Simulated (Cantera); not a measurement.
A closed system holds: 1 mol Si3N4, 0.41 mol N2O, 41 mol H2, held at 2248 K and 1.33 mbar.

These are equilibrium values from Cantera (NASA tables, ideal gas, pure condensed phases), not measurements of a reactor. The tables' values for SiN are old estimates; treat these amounts as uncertain. Gases not in the tables: Si2H6 and higher silanes. The numbers say what is thermodynamically allowed, not how fast it happens.

| species | before | after |
|---|---|---|
| H2 | 0.722 | 0.923 |
| N2 | 0.0475 | 0.0546 |
| H | 0.171 | 0.0110 |
| Si | 0.0501 | 0.00142 |
| SiO | 0.00808 | 0.00929 |
| SiH2 | 3.08e-5 | 0.000343 |
| Si2N | 7.50e-6 | 3.47e-5 |
| Si2 | 0.000101 | 2.49e-5 |
| SiN | 6.14e-5 | 3.27e-5 |
| SiH | 0.000628 | 0.000352 |
| Si(l), mol | 0 | 2.49 |
Gas species are given as mole fractions.

Q: Which change was made?
(A) pressure from 1.33 mbar to 0.410 bar
(B) Si3N4 replaced by Si
(C) temperature from 2248 K to 973 K
(D) temperature from 2248 K to 1675 K

A: A, pressure from 1.33 mbar to 0.410 bar
